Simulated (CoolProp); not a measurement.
Propylene at 293.15 K and 2.63 MPa is throttled through a valve to 1.79 MPa with no heat exchange. Each further row changes one setting.

The numbers come from the reference Helmholtz-energy equation of state, Lemmon 2013 in CoolProp.

| case | temperature change (K) | final phase | final density (kg/m³) |
|---|---|---|---|
| as stated | +0.0 | liquid | 517 |
| outlet pressure 0.537 MPa | -22.8 | two-phase, vapour fraction 0.150 | 67.6 |
| outlet pressure 2.33 MPa | +0.0 | liquid | 519 |
